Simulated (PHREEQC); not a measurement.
Consider water at 25 °C with 0.057 mol/kgw CaCl2, 0.0012 mol/kgw NaF and 0.16 mol/kgw NaCl. Closed to the air; pH follows from the charge balance.

All values are PHREEQC results (ion-association model, wateq4f.dat), not measurements.

| quantity | before | after |
|---|---|---|
| pH | 7.04 | 6.65 |
| F- (mol/kgw) | 0.00103 | 0.000934 |
| NaF (mol/kgw) | 4.22e-5 | 3.66e-5 |
| HF (mol/kgw) | 8.63e-8 | 3.65e-7 |
| HF2- (mol/kgw) | 3.66e-10 | 1.62e-9 |
| SI of Halite (NaCl) | -3.25 | -3.34 |

**Question.** What was changed between the two runs?
A. temperature from 25 to 60 °C
B. NaCl from 0.16 to 0.032 mol/kgw
C. NaCl from 0.16 to 0.24 mol/kgw
D. diluted 5-fold with water
E. CaCl2 from 0.057 to 0.0114 mol/kgw

**Answer.** A, temperature from 25 to 60 °C

No solid was allowed to form. Some of these states are supersaturated (in Fluorite, for instance). At this temperature some constants are extrapolated from 25 °C, and those without enthalpy data are left unchanged.
